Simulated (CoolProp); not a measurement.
n-perfluorohexane along the isobar 593 kPa: Z from the reference equation and from simpler models built on Tc = 448.0 K, pc = 1742 kPa, ω = 0.497; each cubic takes its own stable root.

The numbers come from the reference Helmholtz-energy equation of state, Gao 2022 in CoolProp.

```csv
T (K),phase,reference
378.6,liquid,0.04528
386.5,liquid,0.04551
402.4,gas,0.7884
410.3,gas,0.8068
418.3,gas,0.8231
426.2,gas,0.8371
434.1,gas,0.8496
442.1,gas,0.8609
450,gas,0.8709
```

**Question.** How far does each simpler model (van der Waals, Soave-Redlich-Kwong, Peng-Robinson) lie from the reference over these 9 states: mean and median of the absolute difference, and the worst?

**Answer.** 
- van der Waals: mean 385.4 %, median 5.1 %, worst +1725.5 % at 386.5 K and 593 kPa
- Soave-Redlich-Kwong: mean 5.1 %, median 0.8 %, worst +20.8 % at 386.5 K and 593 kPa
- Peng-Robinson: mean 2.0 %, median 0.9 %, worst +6.5 % at 386.5 K and 593 kPa

At some of these states van der Waals gives the other phase, because its saturation line lies elsewhere.
